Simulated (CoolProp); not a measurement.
Vapour-liquid equilibrium of carbon dioxide (1) + isopentane (2) at 246 K; x and y are mole fractions of (1).

The numbers come from the multi-fluid Helmholtz-energy mixture model, Span 1996 and Lemmon 2006; pair parameters Kunz 2012 in CoolProp.

```csv
x,bubble pressure (bar),y at the bubble point,dew pressure at overall composition x (bar),liquid density (mol/L)
0.05,1.428,0.936,0.09642,9.462
0.2,?,0.982,0.1146,10.33
0.35,7.925,0.989,0.1411,11.48
0.5,?,0.991,?,13.01
0.65,11.11,0.993,0.2621,?
0.8,12.64,0.995,0.4588,17.99
0.95,14.79,0.998,1.842,22.27
```

Task: What belongs in the gaps?

Result: 
- 0.2, bubble pressure (bar): 5.159
- 0.5, bubble pressure (bar): 9.740
- 0.5, dew pressure at overall composition x (bar): 0.1834
- 0.65, liquid density (mol/L): 15.09

No azeotrope shows between x = 0.05 and 0.95.

The pair parameters rest on a limited set of measurements; away from them the model extrapolates. The gap from Raoult's law changes sign with composition, which may be real or a fault of the pair parameters; it wasn't checked against measurements. With so large a gap from Raoult's law the liquid may split in two, which this calculation doesn't test in full.
